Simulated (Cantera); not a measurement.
Input (Python, Cantera) and output of one run.

```python
import numpy as np
import cantera as ct

gas_names = """
    AL ALN ALO ALO2 AL2 AL2O AL2O2 N NO NO2 NO3 N2 N2O O O2 O3
""".split()
cond_names = """
    AL(cr) AL(L) ALN(s) AL2O3(a) AL2O3(L)
""".split()


# ... load() reads the species with a 1 bar reference pressure and builds the phases ...
atoms = {
    'Al': {'AL': 1},
    'N2O': {'N': 2, 'O': 1},
    'N2': {'N': 2},
}
top_T = {'ALN(s)': 2750}  # K; cautious upper limits of use, not melting points


# ... equilibrate(T, P, feed) seeds the gas with the atoms and calls Mixture.equilibrate('TP', solver="vcs", rtol=1e-11, max_steps=5000) ...
results = []
feed = {'Al': 1, 'N2O': 45, 'N2': 28}  # mol
T = 1450  # K
P = 46  # Pa
mix = equilibrate(T, P, feed)
results.append((T, P, feed, dict(zip(mix.species_names, mix.species_moles))))
x = sorted(zip(gas.X, gas.species_names), reverse=True)
print(f"T = {T:g} K  P = {P:g} Pa  gas = {mix.phase_moles(0):.4g} mol")
print("   x: " + "  ".join(f"{s} {v:.3e}" for v, s in x if v > 1e-05))
print("   condensed (mol): " + ("  ".join(f"{mix.phase(i).name} {mix.phase_moles(i):.4g}"
      for i in range(1, mix.n_phases) if mix.phase_moles(i) > 1e-12) or "none"))
```

It prints:

```
T = 1450 K  P = 46 Pa  gas = 94.75 mol
   x: N2 7.699e-01  O2 2.290e-01  NO 9.808e-04  O 4.481e-05
   condensed (mol): AL2O3(a) 0.5
```

These are equilibrium values from Cantera (NASA tables, ideal gas, pure condensed phases), not measurements of a reactor.
